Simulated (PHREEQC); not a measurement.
Synthetic water in mmol/kgw, 25 °C, pH 6.61:

```
constituent           mmol/kgw
--------------------  --------
Na                        69.5
K                         10.7
Ca                          10
Mg                        5.41
Cl                        86.6
S(6)                      11.2
Alkalinity (meq/kgw)  3.38e-06
```

Cl is adjusted to close the charge balance.
Valence states are taken as typed.

All values are PHREEQC results (Pitzer model, pitzer.dat), not measurements.

The ionic strength is 0.138 mol/kgw, the specific conductance is 11300 µS/cm and the density comes out as 1.002 g/cm³. The osmotic coefficient comes out as 0.892.

```
species  molality  activity   log γ
-------  --------  --------  ------
Cl-        0.0886    0.0660  -0.128
Na+        0.0695    0.0534  -0.114
SO4-2      0.0112   0.00267  -0.623
K+         0.0107   0.00808  -0.122
Ca+2       0.0100   0.00301  -0.521
Mg+2      0.00541   0.00178  -0.484
HCO3-     3.29e-7   2.68e-7  -0.089
H+        3.15e-7   2.46e-7  -0.109
CO2       1.42e-7   1.45e-7   0.008
HSO4-     8.25e-8   6.24e-8  -0.121
```

This is a speciation only: nothing precipitates in the calculation.
